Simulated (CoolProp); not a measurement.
Vapour pressure (MPa) of carbon dioxide: the reference equation beside estimates from Tc = 31.0 °C, pc = 7.377 MPa, ω = 0.224. Clausius-Clapeyron is anchored at -23.25 °C with a constant enthalpy of vaporisation of 12.74 kJ/mol.

Model: reference Helmholtz-energy equation of state, Span 1996, in CoolProp.

| T (°C) | reference | Lee-Kesler | Clausius-Clapeyron | van der Waals | Redlich-Kwong | Soave-Redlich-Kwong | Peng-Robinson |
|---|---|---|---|---|---|---|---|
| -50.25 | 0.6754 | 0.6763 | 0.8465 | 1.862 | 0.9396 | 0.6763 | 0.6712 |
| -45.75 | 0.8080 | 0.8086 | 0.9699 | 2.053 | 1.099 | 0.8092 | 0.8018 |
| -41.25 | 0.9590 | 0.9592 | 1.105 | 2.257 | 1.276 | 0.9609 | 0.9510 |
| -36.75 | 1.130 | 1.130 | 1.254 | 2.472 | 1.473 | 1.133 | 1.120 |
| -32.25 | 1.323 | 1.321 | 1.415 | 2.701 | 1.690 | 1.327 | 1.311 |
| -27.75 | 1.539 | 1.536 | 1.590 | 2.942 | 1.928 | 1.545 | 1.526 |
| -23.25 | 1.779 | 1.775 | 1.779 | 3.197 | 2.188 | 1.788 | 1.765 |
| -18.75 | 2.047 | 2.041 | 1.983 | 3.465 | 2.471 | 2.058 | 2.032 |
| -14.25 | 2.342 | 2.334 | 2.202 | 3.747 | 2.778 | 2.358 | 2.328 |
| -9.75 | 2.668 | 2.657 | 2.437 | 4.042 | 3.110 | 2.687 | 2.654 |
| -5.25 | 3.025 | 3.013 | 2.687 | 4.352 | 3.467 | 3.050 | 3.014 |
| -0.75 | 3.416 | 3.402 | 2.953 | 4.676 | 3.851 | 3.446 | 3.408 |
| 3.75 | 3.844 | 3.828 | 3.236 | 5.014 | 4.262 | 3.879 | 3.840 |
| 8.25 | 4.310 | 4.294 | 3.535 | 5.367 | 4.701 | 4.350 | 4.311 |

Absolute difference from the reference over all 14 rows, mean and median: Lee-Kesler 0.2 and 0.3 %, Clausius-Clapeyron 11.3 and 11.1 %, van der Waals 84.0 and 74.5 %, Redlich-Kwong 22.7 and 21.9 %, Soave-Redlich-Kwong 0.5 and 0.5 %, Peng-Robinson 0.6 and 0.7 %.
